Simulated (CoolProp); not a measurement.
A single-stage vapour-compression cycle with vinyl chloride: evaporating at 280.15 K (dew point), condensing at 349.15 K (bubble point), superheat 10 K, subcooling 0 K, compressor efficiency 0.75, no pressure losses. Each further row changes one setting.

The numbers come from the reference Helmholtz-energy equation of state, Thol 2022 in CoolProp.

```tsv
case	cooling COP	pressure ratio	discharge temperature (K)	refrigerating effect (kJ/kg)	volumetric capacity (kJ/m³)
as stated	2.31	6.43	410.6	238	1430
evaporating temperature 285.15 K	…	…	…	…	…
condensing temperature 344.15 K	2.56	…	403.1	246	1480
subcooling 5 K	2.40	6.43	410.6	246	1480
superheat 20 K	2.31	6.43	421.7	246	1430
compressor efficiency 0.65	…	6.43	…	238	1430
```

Fill in the missing entries.


- evaporating temperature 285.15 K, cooling COP: 2.59
- evaporating temperature 285.15 K, pressure ratio: 5.43
- evaporating temperature 285.15 K, discharge temperature (K): 405.4
- evaporating temperature 285.15 K, refrigerating effect (kJ/kg): 241
- evaporating temperature 285.15 K, volumetric capacity (kJ/m³): 1700
- condensing temperature 344.15 K, pressure ratio: 5.77
- compressor efficiency 0.65, cooling COP: 2.01
- compressor efficiency 0.65, discharge temperature (K): 424.1
